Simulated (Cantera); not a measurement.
Feed: 1 mol B, a varied amount of H₂O, 0.28 mol H₂, held at 1273 K and 69000 Pa.

Method: chemical equilibrium by Gibbs-energy minimisation in Cantera with the NASA 1993 tables (ideal gas, pure condensed phases). Candidate condensed phases: B, B₂O₃, B₃O₃H₃, H₂O; 23 gas species. Mutual solubility and eutectic melting of coexisting phases are not modelled. Kinetics and transport are ignored.

**Question.** At 0.3 mol H₂O, list the 3 most abundant gas species with their mole fractions, and the condensed phases.

**Answer.** H₂ 0.994, B₃O₃H₃ 0.00573, HBO 0.000232. Condensed: B(s) + B₂O₃(l).
